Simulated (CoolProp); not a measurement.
Vapour-liquid equilibrium of R134a (1) + methanol (2) at 498 kPa; x and y are mole fractions of (1).

Computed with CoolProp (multi-fluid Helmholtz-energy mixture model, Tillner-Roth 1994 and de Reuck 1993; pair parameters Bell 2016).

```csv
x,"bubble temperature, mixture model (K)","bubble temperature, Raoult's law (K)","y, mixture model","y, Raoult's law"
0.05,…,370.6,0.626,0.378
0.15,323.1,349.3,0.889,0.731
0.25,312.4,334.3,0.933,0.867
0.35,307.3,323.2,0.949,0.927
0.45,304.1,314.7,0.958,0.958
0.55,…,308.0,0.965,0.975
0.65,299.0,302.4,0.972,0.985
0.75,…,297.8,0.979,0.992
0.85,293.5,293.8,0.987,0.996
0.95,290.4,290.3,0.995,0.999
```

Q: Some entries are withheld; supply them.

A: 
- 0.05, bubble temperature, mixture model (K): 353.7
- 0.55, bubble temperature, mixture model (K): 301.5
- 0.75, bubble temperature, mixture model (K): 296.3

The largest gap from Raoult's law is -26.2 K in bubble temperature, at x = 0.15. No azeotrope shows between x = 0.05 and 0.95.

Pair parameters are fitted to limited data, so mixtures are less certain than the pure fluids. With so large a gap from Raoult's law the liquid may split in two, which this calculation doesn't test in full.
